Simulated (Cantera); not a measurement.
Charge: 1 mol Si, a varied amount of Cl2, 0.16 mol H2, held at 525 °C and 57.8 Torr.

Equilibrium computed with Cantera from the NASA thermochemical tables; the gas is ideal and each condensed phase is pure. Candidate condensed phases: Si; 19 gas species. Equilibrium is a limit: real reactors are often held back by kinetics, nucleation or transport.

Problem. Which condensed phases are stable at each of these points (n(Cl2) (mol)): 1.2, 1.5, 1.8, 2.3, 2.9, 3.6, 4.6, 5.7, 7.2, 9.1?

Solution. 
```json
[
 {"n(Cl2) (mol)": "1.2", "condensed phases": "Si(s)", "Si condensed (%)": "38.8"},
 {"n(Cl2) (mol)": "1.5", "condensed phases": "Si(s)", "Si condensed (%)": "23.7"},
 {"n(Cl2) (mol)": "1.8", "condensed phases": "Si(s)", "Si condensed (%)": "8.5"},
 {"n(Cl2) (mol)": "2.3", "condensed phases": "gas only", "Si condensed (%)": "0.0"},
 {"n(Cl2) (mol)": "2.9", "condensed phases": "gas only", "Si condensed (%)": "0.0"},
 {"n(Cl2) (mol)": "3.6", "condensed phases": "gas only", "Si condensed (%)": "0.0"},
 {"n(Cl2) (mol)": "4.6", "condensed phases": "gas only", "Si condensed (%)": "0.0"},
 {"n(Cl2) (mol)": "5.7", "condensed phases": "gas only", "Si condensed (%)": "0.0"},
 {"n(Cl2) (mol)": "7.2", "condensed phases": "gas only", "Si condensed (%)": "0.0"},
 {"n(Cl2) (mol)": "9.1", "condensed phases": "gas only", "Si condensed (%)": "0.0"}
]
```

From 1.2 mol Cl2 to 1.8 mol Cl2 the condensed part is Si(s). From 2.3 mol Cl2 to 9.1 mol Cl2 nothing is condensed.
